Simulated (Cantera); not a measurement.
Input: 1 mol Al, 0.87 mol CO2, 3.9 mol N2, held at 1573.15 K and 11.0 mbar.

Cantera equilibrium calculation (NASA polynomials, part measured and part estimated; ideal gas, pure solids and liquids). Candidate condensed phases: Al, AlN, Al2O3, C; 32 gas species. Mutual solubility and eutectic melting of coexisting phases are not modelled. Kinetics and transport are ignored.

Base state: N2 0.809, CO 0.191 (mole fractions); condensed: AlN(s) + Al2O3(s).

What changes in the equilibrium state with this change: temperature from 1573.15 K to 1025 K?


```json
[
 {"species": "N2", "before": "0.809", "after": "0.942"},
 {"species": "CO", "before": "0.191", "after": "0.0579"},
 {"species": "CO2", "before": "4.75e-7", "after": "1.27e-5"},
 {"species": "AlN(s), mol", "before": "0.420", "after": "0"},
 {"species": "Al2O3(s), mol", "before": "0.290", "after": "0.500"},
 {"species": "C(graphite), mol", "before": "0", "after": "0.630"}
]
```

What changes in the equilibrium state with this change: pressure from 11.0 mbar to 1 atm?


| species | before | after |
|---|---|---|
| N2 | 0.809 | 0.942 |
| CO | 0.191 | 0.0580 |
| AlN(s), mol | 0.420 | 0 |
| Al2O3(s), mol | 0.290 | 0.500 |
| C(graphite), mol | 0 | 0.630 |
